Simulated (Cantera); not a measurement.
# Stirred combustor or abatement burner

A perfectly stirred reactor is fed with 31.6 % H2, 14.4 % O2, 54.0 % N2, at 1200000 Pa; it is adiabatic with a 798 K inlet, and is followed from long to short residence time, starting on the burning branch (τ in s: 0.18, 0.08, 0.034, 0.015, 0.0064, 0.0027, 0.0012, 0.00051, 0.00022, 9.5e-05).

Detailed kinetics in Cantera: GRI-Mech 3.0 (53 species, 325 reactions). The hydrogen kinetics of GRI-Mech 3.0 are dated; newer H2 mechanisms differ, most at raised pressure. The pressure lies above the range GRI-Mech 3.0 was tuned for (to about 10 atm).

```
τ (s)    T (K)    x H2     x O2      x H    x NO2    x N2O      x NO
-------  -----  ------  -------  -------  -------  -------  --------
0.18      2748  0.0413  0.00158  0.00402  5.57e-7  4.55e-7   0.00264
0.080     2748  0.0413  0.00158  0.00402  5.56e-7  4.55e-7   0.00264
0.034     2748  0.0413  0.00159  0.00403  5.55e-7  4.55e-7   0.00263
0.015     2748  0.0414  0.00160  0.00404  5.51e-7  4.54e-7   0.00260
0.0064    2747  0.0414  0.00164  0.00407  5.43e-7  4.51e-7   0.00255
0.0027    2746  0.0414  0.00171  0.00415  5.25e-7  4.45e-7   0.00242
0.0012    2743  0.0416  0.00187  0.00430  4.90e-7  4.35e-7   0.00219
0.00051   2736  0.0420  0.00221  0.00464  4.23e-7  4.20e-7   0.00177
0.00022   2721  0.0430  0.00287  0.00531  3.29e-7  4.03e-7   0.00124
9.5e-5    2692  0.0450  0.00399  0.00658  2.33e-7  3.84e-7  0.000764
```
x: mole fraction; the columns are a selection and need not sum to one.
